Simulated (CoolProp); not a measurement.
Vapour-liquid equilibrium of R22 (1) + dimethyl ether (2) at 1.29 MPa; x and y are mole fractions of (1).

Values from CoolProp's multi-fluid Helmholtz-energy mixture model, Kamei 1995 and Wu 2011; pair parameters Bell 2016.

Question: Give the bubble temperature and the first vapour's composition at x = 0.55, 0.75, 0.85. Is there an azeotrope?

Answer: x = 0.55: 51.8 °C, y = 0.642; x = 0.75: 44.3 °C, y = 0.863; x = 0.85: 39.6 °C, y = 0.937. y crosses x between x = 0.15 and 0.25: the model has an azeotrope there.

The pair parameters rest on a limited set of measurements; away from them the model extrapolates.
